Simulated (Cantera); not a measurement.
Source: NASA polynomial tables (part measured, part estimated), evaluated in Cantera. Values are per mole of reaction as written; species without (g) are pure solids or liquids, kept so even where they would boil at 1 bar.

C + O₂(g) → CO₂(g), with ΔH° = -393.5 kJ and ΔS° = 2.9 J/K at 300 K.

How far is the shortcut ΔG° ≈ ΔH°(300 K) − T·ΔS°(300 K) from the full temperature-dependent value at 1900, 2000, 2100, 2200, 2300, 2400, 2500, 2600 K?


```json
[
 {"T (K)": "1900", "shortcut (kJ)": "-399.0", "full (kJ)": "-396.3", "difference (kJ)": "-2.7", "difference in log10 K": "0.07"},
 {"T (K)": "2000", "shortcut (kJ)": "-399.3", "full (kJ)": "-396.3", "difference (kJ)": "-3.0", "difference in log10 K": "0.08"},
 {"T (K)": "2100", "shortcut (kJ)": "-399.6", "full (kJ)": "-396.2", "difference (kJ)": "-3.4", "difference in log10 K": "0.08"},
 {"T (K)": "2200", "shortcut (kJ)": "-399.9", "full (kJ)": "-396.2", "difference (kJ)": "-3.7", "difference in log10 K": "0.09"},
 {"T (K)": "2300", "shortcut (kJ)": "-400.2", "full (kJ)": "-396.1", "difference (kJ)": "-4.0", "difference in log10 K": "0.09"},
 {"T (K)": "2400", "shortcut (kJ)": "-400.5", "full (kJ)": "-396.1", "difference (kJ)": "-4.4", "difference in log10 K": "0.10"},
 {"T (K)": "2500", "shortcut (kJ)": "-400.8", "full (kJ)": "-396.0", "difference (kJ)": "-4.8", "difference in log10 K": "0.10"},
 {"T (K)": "2600", "shortcut (kJ)": "-401.0", "full (kJ)": "-395.9", "difference (kJ)": "-5.2", "difference in log10 K": "0.10"}
]
```
The shortcut ignores the heat-capacity change of the reaction.
